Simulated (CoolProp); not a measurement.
Vapour-liquid equilibrium of acetone (1) + n-heptane (2) at 0.573 MPa; x and y are mole fractions of (1).

Model: multi-fluid Helmholtz-energy mixture model, Lemmon 2006 and Span 2003; pair parameters Bell 2016, in CoolProp.

Problem. Give the bubble temperature and the first vapour's composition at x = 0.05, 0.35, 0.65. Is there an azeotrope?

Solution. x = 0.05: 433.4 K, y = 0.198; x = 0.35: 403.1 K, y = 0.663; x = 0.65: 394.4 K, y = 0.797. No azeotrope shows between x = 0.05 and 0.95.

Pair parameters are fitted to limited data, so mixtures are less certain than the pure fluids.
